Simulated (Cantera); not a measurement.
A Cantera script and what it prints.

```python
import numpy as np
import cantera as ct

gas_names = """
    H HNO HNO2 HNO3 HO2 H2 H2O H2O2 N NH NH2 NH3 NH2OH NO NO2 NO3 N2 N2H2 N2H4 N2O O OH O2 O3 Si SiH
    SiH2 SiH3 SiH4 SiN SiO SiO2 Si2 Si2N Si3
""".split()
cond_names = """
    H2O(s) H2O(L) Si(cr) Si(L) SiO2(Lqz) SiO2(hqz) SiO2(L) Si2N2O(s) Si3N4(a)
""".split()


def load(file, names, dense=False):
    # The tables refer to 1 bar. Condensed volumes are neglected.
    table = {s.name: s for s in ct.Species.list_from_file(file)}
    out = []
    for n in names:
        d = dict(table[n].input_data)
        d["thermo"] = dict(d["thermo"], **{"reference-pressure": 1e5})
        if dense:
            d["equation-of-state"] = {"model": "constant-volume", "density": "1e6 g/cm^3"}
        out.append(ct.Species.from_dict(d))
    return out


gas = ct.Solution(thermo="ideal-gas", species=load("nasa_gas.yaml", gas_names))
cond = {s.name: ct.Solution(thermo="fixed-stoichiometry", species=[s], name=s.name)
        for s in load("nasa_condensed.yaml", cond_names, dense=True)}
atoms = {
    'Si3N4': {'Si': 3, 'N': 4},
    'N2O': {'N': 2, 'O': 1},
    'H2': {'H': 2},
}
top_T = {'Si2N2O(s)': 2100, 'Si3N4(a)': 2400}  # K; cautious upper limits of use, not melting points


def equilibrate(T, P, feed):
    n = {}
    for name, mol in feed.items():
        for a, k in atoms[name].items():
            n[a] = n.get(a, 0.0) + k * mol
    gas.TPX = T, P, n
    mass = sum(n.values()) * gas.mean_molecular_weight
    gas.equilibrate("TP")
    valid = [c for c in cond.values() if c.min_temp <= T <= top_T.get(c.name, c.max_temp)]
    mix = ct.Mixture([(gas, mass / gas.mean_molecular_weight)] + [(c, 0.0) for c in valid])
    mix.T, mix.P = T, P
    mix.equilibrate("TP", solver="vcs", rtol=1e-11, max_steps=5000)
    return mix


results = []
feed = {'Si3N4': 1, 'N2O': 0.016, 'H2': 6.1}  # mol
P = 14000  # Pa
for T in [1525, 1575, 1625, 1675, 1725, 1775, 1825, 1875]:
    mix = equilibrate(T, P, feed)
    results.append((T, P, feed, dict(zip(mix.species_names, mix.species_moles))))
    x = sorted(zip(gas.X, gas.species_names), reverse=True)
    print(f"T = {T:g} K  P = {P:g} Pa  gas = {mix.phase_moles(0):.4g} mol")
    print("   x: " + "  ".join(f"{s} {v:.3e}" for v, s in x if v > 1e-05))
    print("   condensed (mol): " + ("  ".join(f"{mix.phase(i).name} {mix.phase_moles(i):.4g}"
          for i in range(1, mix.n_phases) if mix.phase_moles(i) > 1e-12) or "none"))
```

Result:

```
T = 1525 K  P = 14000 Pa  gas = 6.122 mol
   x: H2 9.964e-01  N2 3.487e-03  H 6.311e-05
   condensed (mol): Si2N2O(s) 0.01596  Si3N4(a) 0.9893
T = 1575 K  P = 14000 Pa  gas = 6.122 mol
   x: H2 9.964e-01  N2 3.495e-03  H 1.109e-04  SiO 2.568e-05
   condensed (mol): Si2N2O(s) 0.01584  Si3N4(a) 0.9894
T = 1625 K  P = 14000 Pa  gas = 6.123 mol
   x: H2 9.962e-01  N2 3.523e-03  H 1.882e-04  SiO 9.900e-05
   condensed (mol): Si2N2O(s) 0.01539  Si3N4(a) 0.9895
T = 1675 K  P = 14000 Pa  gas = 6.148 mol
   x: H2 9.921e-01  N2 7.336e-03  H 3.091e-04  SiO 2.758e-04  SiH2 1.116e-05
   condensed (mol): Si(cr) 0.03471  Si2N2O(s) 0.0143  Si3N4(a) 0.9783
T = 1725 K  P = 14000 Pa  gas = 6.215 mol
   x: H2 9.813e-01  N2 1.751e-02  SiO 6.807e-04  H 4.917e-04  SiH2 1.692e-05
   condensed (mol): Si(L) 0.1289  Si2N2O(s) 0.01177  Si3N4(a) 0.9477
T = 1775 K  P = 14000 Pa  gas = 6.378 mol
   x: H2 9.560e-01  N2 4.158e-02  SiO 1.570e-03  H 7.564e-04  SiH2 2.393e-05  Si 1.568e-05
   condensed (mol): Si(L) 0.3605  Si2N2O(s) 0.005983  Si3N4(a) 0.8724
T = 1825 K  P = 14000 Pa  gas = 6.755 mol
   x: H2 9.024e-01  N2 9.403e-02  SiO 2.368e-03  H 1.118e-03  Si 3.248e-05  SiH2 3.213e-05  SiH 1.227e-05
   condensed (mol): Si(L) 0.9122  Si3N4(a) 0.6904
T = 1875 K  P = 14000 Pa  gas = 7.685 mol
   x: H2 7.929e-01  N2 2.033e-01  SiO 2.082e-03  H 1.560e-03  Si 6.470e-05  SiH2 3.940e-05  SiH 1.998e-05
   condensed (mol): Si(L) 2.303  Si3N4(a) 0.2268
```

Equilibrium computed with Cantera from the NASA thermochemical tables; the gas is ideal and each condensed phase is pure. Mutual solubility and eutectic melting of coexisting phases are not modelled. Gases not in the tables: Si2H6 and higher silanes.
